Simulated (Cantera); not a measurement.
A closed system holds: 1 mol CCl₄, 0.55 mol F₂, at 1225 °C and 1000 Pa.

These are equilibrium values from Cantera (NASA tables, ideal gas, pure condensed phases), not measurements of a reactor. Candidate condensed phases: C; 27 gas species. Gases not in the tables: C₂F₆ and larger saturated fluorocarbons. Equilibrium is a limit: real reactors are often held back by kinetics, nucleation or transport.

Base state: Cl₂ 0.496, Cl 0.406, CF₄ 0.0923, CClF₃ 0.00527, CCl₂F₂ 0.000251, CF₂ 0.000126, ClF 8.72e-5, F 3.33e-5 (mole fractions); condensed: C(graphite).

**Question.** What changes in the equilibrium state with this change: 0.0051 mol HCl added?

**Answer.** 
```json
[
 {"species": "Cl₂", "before": "0.496", "after": "0.495"},
 {"species": "Cl", "before": "0.406", "after": "0.406"},
 {"species": "CF₄", "before": "0.0923", "after": "0.0918"},
 {"species": "HF", "before": "0", "after": "0.00127"},
 {"species": "HCl", "before": "0", "after": "0.000519"},
 {"species": "CClF₃", "before": "0.00527", "after": "0.00525"},
 {"species": "CCl₂F₂", "before": "0.000251", "after": "0.000250"},
 {"species": "CF₃", "before": "1.62e-5", "after": "1.62e-5"},
 {"species": "CF₂", "before": "0.000126", "after": "0.000126"},
 {"species": "C(graphite), mol", "before": "0.721", "after": "0.722"}
]
```
Further candidate phases: C₆H₆, C₇H₈, C₈H₁₈.
